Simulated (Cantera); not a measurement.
What does this Cantera script print?

```python
import numpy as np
import cantera as ct

gas_names = """
    C CO COS CO2 CS CS2 C2 C2O C3 C3O2 C4 C5 O O2 O3 S SO SO2 SO3 S2 S2O S8
""".split()
cond_names = """
    C(gr) S(cr1) S(cr2) S(L)
""".split()


# ... load() reads the species with a 1 bar reference pressure and builds the phases ...
atoms = {
    'CS2': {'C': 1, 'S': 2},
    'O2': {'O': 2},
}
top_T = {'C(gr)': 4500}  # K; cautious upper limits of use, not melting points


# ... equilibrate(T, P, feed) seeds the gas with the atoms and calls Mixture.equilibrate('TP', solver="vcs", rtol=1e-11, max_steps=5000) ...
results = []
feed = {'CS2': 1, 'O2': 0.019}  # mol
T = 673.15  # K
P = 690000  # Pa
mix = equilibrate(T, P, feed)
results.append((T, P, feed, dict(zip(mix.species_names, mix.species_moles))))
x = sorted(zip(gas.X, gas.species_names), reverse=True)
print(f"T = {T:g} K  P = {P:g} Pa  gas = {mix.phase_moles(0):.4g} mol")
print("   x: " + "  ".join(f"{s} {v:.3e}" for v, s in x if v > 1e-05))
print("   condensed (mol): " + ("  ".join(f"{mix.phase(i).name} {mix.phase_moles(i):.4g}"
      for i in range(1, mix.n_phases) if mix.phase_moles(i) > 1e-12) or "none"))
```

Output:

```
T = 673.15 K  P = 690000 Pa  gas = 0.02284 mol
   x: CO2 7.090e-01  COS 2.430e-01  S8 2.391e-02  CS2 1.994e-02  CO 2.790e-03  S2 1.426e-03
   condensed (mol): C(gr) 0.9777  S(L) 1.989
```

Equilibrium computed with Cantera from the NASA thermochemical tables; the gas is ideal and each condensed phase is pure. Gases not in the tables: S3 to S7.
